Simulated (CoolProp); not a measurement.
A simple Rankine cycle with R142b: condensing at 320.15 K, boiler at 2.23 MPa, turbine inlet 392 K, turbine efficiency 0.9, pump efficiency 0.6, no recuperator. Each further row changes one setting.

Computed with CoolProp (reference Helmholtz-energy equation of state, Lemmon 2006). It is a short technical equation, of lower accuracy than the large ones.

```
case                             thermal efficiency (%)  net work (kJ/kg)  heat in (kJ/kg)  turbine exit temperature (K)  volume ratio over the turbine
-------------------------------  ----------------------  ----------------  ---------------  ----------------------------  -----------------------------
as stated                                          10.9              25.2              232                         340.1                              ?
turbine inlet 412 K                                11.0              28.3                ?                         362.5                              ?
condensing temperature 312.15 K                    12.3              29.8              242                         332.8                           4.68
boiler pressure 1.56 MPa                            8.3              20.4              245                         358.0                           2.50
turbine efficiency 0.8                              9.5                 ?              232                         343.2                           3.84
```

Fill in the missing entries.


- as stated, volume ratio over the turbine: 3.78
- turbine inlet 412 K, heat in (kJ/kg): 257
- turbine inlet 412 K, volume ratio over the turbine: 3.64
- turbine efficiency 0.8, net work (kJ/kg): 22.1
